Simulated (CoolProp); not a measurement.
Vapour-liquid equilibrium of hydrogen sulfide (1) + n-butane (2) at -60.25 °C; x and y are mole fractions of (1).

Model: multi-fluid Helmholtz-energy mixture model, Lemmon 2006 and Bücker 2006; pair parameters Kunz 2012, in CoolProp.

```
x      bubble pressure (kPa)  y at the bubble point  dew pressure at overall composition x (kPa)  liquid density (mol/L)
-----  ---------------------  ---------------------  -------------------------------------------  ----------------------
0.05                   22.79             (withheld)                                        5.186                   11.66
0.125                  43.67             (withheld)                                        5.626                   12.14
0.2                    58.55             (withheld)                                        6.148                   12.71
0.275                  68.76                  0.941                                        6.776                   13.39
0.35                   75.58                  0.949                                        7.547                   14.17
0.425                  80.08                  0.953                                        8.515                   15.08
0.5                    83.10                  0.956                                        9.767                   16.13
0.575                  85.30                  0.959                                        11.45                   17.34
0.65                   87.18             (withheld)                                        13.83                   18.73
0.725                  89.11                  0.964                                        17.46              (withheld)
0.8                    91.42                  0.968                                        23.67                   22.10
0.875                  94.40                  0.975                                        36.61                   24.09
0.95                   98.32                  0.987                                        76.96                   26.29
```

### Question
What belongs in the gaps?

### Answer

- 0.05, y at the bubble point: 0.792
- 0.125, y at the bubble point: 0.897
- 0.2, y at the bubble point: 0.927
- 0.65, y at the bubble point: 0.961
- 0.725, liquid density (mol/L): 20.31

No azeotrope shows between x = 0.05 and 0.95.

Pair parameters are fitted to limited data, so mixtures are less certain than the pure fluids. With so large a gap from Raoult's law the liquid may split in two, which this calculation doesn't test in full.
